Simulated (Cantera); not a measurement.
A closed system holds: 1 mol Al(CH₃)₃, 0.29 mol NH₃, 410 mol H₂, 1.2 mol N₂, at 1.30 mbar.

Cantera equilibrium calculation (NASA polynomials, part measured and part estimated; ideal gas, pure solids and liquids). Candidate condensed phases: Al, AlN, C, C₆H₆, C₇H₈, C₈H₁₈; 97 gas species. The feed counts by its element totals alone. Equilibrium is a limit: real reactors are often held back by kinetics, nucleation or transport.

x: gas mole fraction; n: condensed amount in mol.

```
T (°C)   x H₂       x H     x CH₄     x N₂      x Al     x HCN  x C₂H₂ (acetylene)  n AlN(s)  n C(graphite)
------  -----  --------  --------  -------  --------  --------  ------------------  --------  -------------
475     0.994  7.96e-12   0.00425  0.00204    <1e-12   1.04e-9              <1e-12      1.00           1.24
625     0.998   3.03e-9  0.000414  0.00203    <1e-12   3.78e-8            5.24e-11      1.00           2.83
775     0.998       ___       ___  0.00203    <1e-12       ___                 ___      1.00           2.97
925     0.998   5.27e-6   2.08e-5  0.00203  7.20e-11   3.28e-6             9.87e-8      1.00           2.99
1075    0.998   6.41e-5   7.55e-6  0.00203   9.17e-8   1.44e-5             1.20e-6     1.000           2.99
1225    0.997  0.000476   3.36e-6  0.00202   2.74e-5   4.68e-5             8.79e-6     0.988           2.97
1375    0.992   0.00246   1.71e-6  0.00313   0.00230  0.000152             4.44e-5    0.0136           2.90
1525    0.984       ___       ___  0.00304   0.00235       ___                 ___         0           2.71
1675    0.963    0.0308   5.90e-7  0.00284   0.00233  0.000625            0.000519         0           2.28
```

### Question
Fill in the missing entries.

### Answer

- 1525, x H: 0.00969
- 1525, x CH₄: 9.76e-7
- 1525, x HCN: 0.000332
- 1525, x C₂H₂ (acetylene): 0.000170
- 775, x H: 2.14e-7
- 775, x CH₄: 7.56e-5
- 775, x HCN: 4.87e-7
- 775, x C₂H₂ (acetylene): 3.93e-9
